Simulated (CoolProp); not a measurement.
Saturation properties of water (Tc = 647.1 K, pc = 22060 kPa, ω = 0.344).

Model: reference Helmholtz-energy equation of state, Wagner 2002, in CoolProp.

| T (K) | p (kPa) | liquid density (kg/m³) | liquid cp (kJ/(kg K)) | vapour Z | surface tension (mN/m) |
|---|---|---|---|---|---|
| 389.4 | 176.2 | 946.1 | 4.238 | 0.9777 | 55.7 |
| 406.3 | 296.7 | 932.1 | 4.268 | 0.9685 | 52.2 |
| 423.2 | 476.8 | 917.0 | 4.307 | 0.9569 | 48.6 |
| 440 | 733.7 | 900.6 | 4.357 | 0.9426 | 45.0 |
| 456.9 | 1092 | 883.0 | 4.420 | 0.9254 | 41.2 |
| 473.8 | 1576 | 863.9 | 4.499 | 0.9050 | 37.3 |
| 490.7 | 2213 | 843.3 | 4.598 | 0.8812 | 33.4 |
| 507.6 | 3032 | 821.1 | 4.724 | 0.8537 | 29.5 |
| 524.4 | 4061 | 797.0 | 4.884 | 0.8223 | 25.5 |
| 541.3 | 5345 | 770.5 | 5.096 | 0.7862 | 21.6 |
| 558.2 | 6920 | 741.2 | 5.386 | 0.7449 | 17.6 |
| 575.1 | 8826 | 708.1 | 5.809 | 0.6974 | 13.8 |
| 592 | 11110 | 669.9 | 6.477 | 0.6419 | 10.0 |

It boils at 373.1 K under 1 atm.

Surface tension comes from a separate correlation (Mulero 2012).
